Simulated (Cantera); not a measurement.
Charge: 1 mol Si₃N₄, 0.91 mol CO₂, 250 mol N₂, at 1125 °C and 0.00133 bar.

Cantera equilibrium calculation (NASA polynomials, part measured and part estimated; ideal gas, pure solids and liquids). Candidate condensed phases: C, Si, SiC, SiO₂, Si₂N₂O, Si₃N₄; 34 gas species. Mutual solubility and eutectic melting of coexisting phases are not modelled. Equilibrium is a limit: real reactors are often held back by kinetics, nucleation or transport.

Base state: N₂ 0.998, CO 0.00205, SiO 1.57e-5 (mole fractions); condensed: SiC(s) + Si₂N₂O(s).

Problem. What changes in the equilibrium state with this change: temperature from 1125 °C to 1377 °C?

Solution. 
| species | before | after |
|---|---|---|
| N₂ | 0.998 | 0.993 |
| SiO | 1.57e-5 | 0.00649 |
| CO | 0.00205 | 0.000689 |
| Si | 6.91e-9 | 0.000130 |
| SiC(s), mol | 0.395 | 0.735 |
| Si₂N₂O(s), mol | 1.30 | 0 |
| Si₃N₄(s), mol | 0 | 0.194 |
